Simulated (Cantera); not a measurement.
An isothermal, constant-pressure homogeneous reactor starts with CH4 : CO2 : H2 = 1 : 1.8 : 0.13 (molar parts), at 1350 K and 760 Torr. Integrator tolerance rtol = 1e-08.

Computed with Cantera and GRI-Mech 3.0 (53 species, 325 reactions).

Q: What does this change do: CH4 1 to 3.2 parts?

A: 
| quantity | before | after |
|---|---|---|
| x(CH4) at 2.00 s | 0.309 (gas-phase equilibrium 6.93e-6) | 0.547 (gas-phase equilibrium 0.133) |
| x(CO2) at 2.00 s | 0.581 (gas-phase equilibrium 0.0694) | 0.326 (gas-phase equilibrium 4.20e-6) |
| x(H2) at 2.00 s | 0.0579 (gas-phase equilibrium 0.339) | 0.0826 (gas-phase equilibrium 0.450) |
| x(HO2) at 2.00 s | <1e-12 (gas-phase equilibrium <1e-12) | <1e-12 (gas-phase equilibrium <1e-12) |
| x(CH3) at 2.00 s | 2.17e-5 (gas-phase equilibrium 5.63e-10) | 2.90e-5 (gas-phase equilibrium 9.37e-6) |
| x(CH2O) at 2.00 s | 5.51e-7 (gas-phase equilibrium 7.88e-8) | 3.11e-7 (gas-phase equilibrium 8.49e-8) |
GRI-Mech 3.0 stops at C3 and has no aromatics, soot or wall deposition, so with more carbon than oxygen in the feed, carbon stays in small species such as C2H2 where larger ones or solid carbon would form.

Q: What does this change do: H2 0.13 to 0.67 parts?

A: 
```csv
quantity,before,after
x(CH4) at 2.00 s,0.309 (gas-phase equilibrium 6.93e-6),0.267 (gas-phase equilibrium 1.02e-5)
x(CO2) at 2.00 s,0.581 (gas-phase equilibrium 0.0694),0.465 (gas-phase equilibrium 0.0542)
x(H2) at 2.00 s,0.0579 (gas-phase equilibrium 0.339),0.167 (gas-phase equilibrium 0.396)
x(HO2) at 2.00 s,<1e-12 (gas-phase equilibrium <1e-12),<1e-12 (gas-phase equilibrium <1e-12)
x(CH3) at 2.00 s,2.17e-5 (gas-phase equilibrium 5.63e-10),1.59e-5 (gas-phase equilibrium 7.67e-10)
x(CH2O) at 2.00 s,5.51e-7 (gas-phase equilibrium 7.88e-8),2.53e-7 (gas-phase equilibrium 8.45e-8)
```

Q: What does this change do: pressure from 760 Torr to 3750 Torr?

A: 
| quantity | before | after |
|---|---|---|
| x(CH4) at 2.00 s | 0.309 (gas-phase equilibrium 6.93e-6) | 0.271 (gas-phase equilibrium 0.000168) |
| x(CO2) at 2.00 s | 0.581 (gas-phase equilibrium 0.0694) | 0.534 (gas-phase equilibrium 0.0696) |
| x(H2) at 2.00 s | 0.0579 (gas-phase equilibrium 0.339) | 0.0619 (gas-phase equilibrium 0.339) |
| x(HO2) at 2.00 s | <1e-12 (gas-phase equilibrium <1e-12) | <1e-12 (gas-phase equilibrium <1e-12) |
| x(CH3) at 2.00 s | 2.17e-5 (gas-phase equilibrium 5.63e-10) | 1.09e-5 (gas-phase equilibrium 6.15e-9) |
| x(CH2O) at 2.00 s | 5.51e-7 (gas-phase equilibrium 7.88e-8) | 3.99e-7 (gas-phase equilibrium 3.89e-7) |
